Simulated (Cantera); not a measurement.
Charge: 1 mol Si, 0.22 mol CO2, 30 mol N2, equilibrated at 0.720 Pa.

Method: chemical equilibrium by Gibbs-energy minimisation in Cantera with the NASA 1993 tables (ideal gas, pure condensed phases). Candidate condensed phases: C, Si, SiC, SiO2, Si2N2O, Si3N4; 34 gas species. N2 is the only nitrogen source here; it is nearly inert below about 1500 K, so the nitride shown seldom forms there in practice. Mutual solubility and eutectic melting of coexisting phases are not modelled. The tables' values for SiN are old estimates; treat these amounts as uncertain. Kinetics and transport are ignored.

x: gas mole fraction; n: condensed amount in mol.

| T (K) | x N2 | x Si | x SiO | x CO | x Si2C | x Si2N | x SiN | n C(graphite) | n Si2N2O(s) | n Si3N4(s) | n SiC(s) | n Si(s) |
|---|---|---|---|---|---|---|---|---|---|---|---|---|
| 900 | 1.00 | <1e-12 | <1e-12 | [?] | <1e-12 | <1e-12 | <1e-12 | 0.220 | 0.440 | 0.0400 | 0 | 0 |
| 1000 | 1.00 | <1e-12 | 1.60e-11 | [?] | <1e-12 | <1e-12 | <1e-12 | 0.220 | 0.440 | 0.0400 | 0 | 0 |
| 1100 | 1.000 | 2.85e-12 | 2.93e-8 | [?] | <1e-12 | <1e-12 | <1e-12 | 0.0867 | 0.436 | 0 | 0.129 | 0 |
| 1200 | 0.999 | 1.31e-9 | 7.35e-6 | [?] | <1e-12 | <1e-12 | 2.23e-11 | 0 | 0.407 | 0 | 0.187 | 0 |
| 1300 | 0.999 | 4.27e-7 | 0.000421 | [?] | 1.04e-10 | 3.16e-10 | 3.93e-9 | 0 | 0.398 | 0 | 0.191 | 0 |
| 1400 | 0.991 | 9.88e-5 | 0.00823 | [?] | 6.45e-8 | 6.11e-7 | 5.35e-7 | 0 | 0.187 | 0.0539 | 0.214 | 0 |
| 1500 | 0.984 | 0.00146 | 0.0141 | [?] | 2.23e-6 | 7.51e-6 | 5.00e-6 | 0 | 0 | 0 | 0.208 | 0.318 |
| 1600 | 0.973 | 0.0121 | 0.0136 | [?] | 3.85e-5 | 4.14e-5 | 2.76e-5 | 0 | 0 | 0 | 0.199 | 0 |
| 1700 | 0.962 | 0.0236 | 0.00761 | [?] | 0.000143 | 1.71e-5 | 3.77e-5 | 0 | 0 | 0 | 0.0128 | 0 |
| 1800 | 0.961 | 0.0249 | 0.00706 | 0.00704 | 8.06e-6 | 2.63e-6 | 2.90e-5 | 0 | 0 | 0 | 0 | 0 |
| 1900 | 0.961 | 0.0250 | 0.00705 | 0.00705 | 4.70e-7 | 4.53e-7 | 2.20e-5 | 0 | 0 | 0 | 0 | 0 |
| 2000 | 0.961 | 0.0250 | 0.00705 | 0.00705 | 3.61e-8 | 9.27e-8 | 1.71e-5 | 0 | 0 | 0 | 0 | 0 |
| 2100 | 0.961 | 0.0250 | 0.00705 | 0.00705 | 3.54e-9 | 2.20e-8 | 1.36e-5 | 0 | 0 | 0 | 0 | 0 |
| 2200 | 0.961 | 0.0250 | 0.00705 | 0.00705 | 4.29e-10 | 5.97e-9 | 1.11e-5 | 0 | 0 | 0 | 0 | 0 |

### Question
Complete the blanks.

### Answer

- 900, x CO: 5.19e-9
- 1000, x CO: 4.40e-7
- 1100, x CO: 0.000149
- 1200, x CO: 0.00112
- 1300, x CO: 0.000984
- 1400, x CO: 0.000203
- 1500, x CO: 0.000381
- 1600, x CO: 0.000649
- 1700, x CO: 0.00650
